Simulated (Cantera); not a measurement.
What does this Cantera script print?

```python
import numpy as np
import cantera as ct

gas_names = """
    F FO FO2 F2 F2O Mg MgF MgF2 MgN MgO Mg2 Mg2F4 N NF NF2 NF3 NO NO2 NO3 N2 N2O O O2 O3
""".split()
cond_names = """
    Mg(cr) Mg(L) MgF2(s) MgF2(L) MgO(s) MgO(L)
""".split()


# ... load() reads the species with a 1 bar reference pressure and builds the phases ...
atoms = {
    'MgF2': {'Mg': 1, 'F': 2},
    'O2': {'O': 2},
    'N2': {'N': 2},
}
top_T = {}  # K; cautious upper limits of use, not melting points


# ... equilibrate(T, P, feed) seeds the gas with the atoms and calls Mixture.equilibrate('TP', solver="vcs", rtol=1e-11, max_steps=5000) ...
results = []
P = 4400  # Pa
for T in [1298, 1398, 1498, 1598, 1698, 1798, 1898, 1998, 2098]:
    for m in [0.2, 0.25, 0.3, 0.36, 0.44, 0.54, 0.65, 0.79, 0.97, 1.2, 1.4, 1.7]:
        feed = {'MgF2': 1, 'O2': m, 'N2': 22}  # mol
        mix = equilibrate(T, P, feed)
        results.append((T, P, feed, dict(zip(mix.species_names, mix.species_moles))))

for T, P, feed, n in results:
    print(f"{T:7g} {feed['O2']:10.4g}  " + (" + ".join(c for c in cond_names if n.get(c, 0) > 1e-12) or "gas only"))
```

Result:

```
   1298        0.2  MgF2(s) + MgO(s)
   1298       0.25  MgF2(s) + MgO(s)
   1298        0.3  MgF2(s) + MgO(s)
   1298       0.36  MgF2(s) + MgO(s)
   1298       0.44  MgF2(s) + MgO(s)
   1298       0.54  MgF2(s) + MgO(s)
   1298       0.65  MgF2(s) + MgO(s)
   1298       0.79  MgF2(s) + MgO(s)
   1298       0.97  MgF2(s) + MgO(s)
   1298        1.2  MgF2(s) + MgO(s)
   1298        1.4  MgF2(s) + MgO(s)
   1298        1.7  MgF2(s) + MgO(s)
   1398        0.2  MgF2(s) + MgO(s)
   1398       0.25  MgF2(s) + MgO(s)
   1398        0.3  MgF2(s) + MgO(s)
   1398       0.36  MgF2(s) + MgO(s)
   1398       0.44  MgF2(s) + MgO(s)
   1398       0.54  MgF2(s) + MgO(s)
   1398       0.65  MgF2(s) + MgO(s)
   1398       0.79  MgF2(s) + MgO(s)
   1398       0.97  MgF2(s) + MgO(s)
   1398        1.2  MgF2(s) + MgO(s)
   1398        1.4  MgF2(s) + MgO(s)
   1398        1.7  MgF2(s) + MgO(s)
   1498        0.2  MgF2(s) + MgO(s)
   1498       0.25  MgF2(s) + MgO(s)
   1498        0.3  MgF2(s) + MgO(s)
   1498       0.36  MgF2(s) + MgO(s)
   1498       0.44  MgF2(s) + MgO(s)
   1498       0.54  MgF2(s) + MgO(s)
   1498       0.65  MgF2(s) + MgO(s)
   1498       0.79  MgF2(s) + MgO(s)
   1498       0.97  MgF2(s) + MgO(s)
   1498        1.2  MgF2(s) + MgO(s)
   1498        1.4  MgF2(s) + MgO(s)
   1498        1.7  MgF2(s) + MgO(s)
   1598        0.2  MgF2(L) + MgO(s)
   1598       0.25  MgF2(L) + MgO(s)
   1598        0.3  MgF2(L) + MgO(s)
   1598       0.36  MgF2(L) + MgO(s)
   1598       0.44  MgF2(L) + MgO(s)
   1598       0.54  MgF2(L) + MgO(s)
   1598       0.65  MgF2(L) + MgO(s)
   1598       0.79  MgF2(L) + MgO(s)
   1598       0.97  MgF2(L) + MgO(s)
   1598        1.2  MgF2(L) + MgO(s)
   1598        1.4  MgF2(L) + MgO(s)
   1598        1.7  MgF2(L) + MgO(s)
   1698        0.2  MgF2(L) + MgO(s)
   1698       0.25  MgF2(L) + MgO(s)
   1698        0.3  MgF2(L) + MgO(s)
   1698       0.36  MgF2(L) + MgO(s)
   1698       0.44  MgF2(L) + MgO(s)
   1698       0.54  MgF2(L) + MgO(s)
   1698       0.65  MgF2(L) + MgO(s)
   1698       0.79  MgF2(L) + MgO(s)
   1698       0.97  MgF2(L) + MgO(s)
   1698        1.2  MgF2(L) + MgO(s)
   1698        1.4  MgF2(L) + MgO(s)
   1698        1.7  MgF2(L) + MgO(s)
   1798        0.2  MgO(s)
   1798       0.25  MgO(s)
   1798        0.3  MgO(s)
   1798       0.36  MgO(s)
   1798       0.44  MgO(s)
   1798       0.54  MgO(s)
   1798       0.65  MgO(s)
   1798       0.79  MgO(s)
   1798       0.97  MgO(s)
   1798        1.2  MgO(s)
   1798        1.4  MgO(s)
   1798        1.7  MgO(s)
   1898        0.2  gas only
   1898       0.25  gas only
   1898        0.3  gas only
   1898       0.36  gas only
   1898       0.44  gas only
   1898       0.54  gas only
   1898       0.65  MgO(s)
   1898       0.79  MgO(s)
   1898       0.97  MgO(s)
   1898        1.2  MgO(s)
   1898        1.4  MgO(s)
   1898        1.7  MgO(s)
   1998        0.2  gas only
   1998       0.25  gas only
   1998        0.3  gas only
   1998       0.36  gas only
   1998       0.44  gas only
   1998       0.54  gas only
   1998       0.65  gas only
   1998       0.79  gas only
   1998       0.97  gas only
   1998        1.2  gas only
   1998        1.4  gas only
   1998        1.7  gas only
   2098        0.2  gas only
   2098       0.25  gas only
   2098        0.3  gas only
   2098       0.36  gas only
   2098       0.44  gas only
   2098       0.54  gas only
   2098       0.65  gas only
   2098       0.79  gas only
   2098       0.97  gas only
   2098        1.2  gas only
   2098        1.4  gas only
   2098        1.7  gas only
```

Method: chemical equilibrium by Gibbs-energy minimisation in Cantera with the NASA 1993 tables (ideal gas, pure condensed phases). Mutual solubility and eutectic melting of coexisting phases are not modelled.
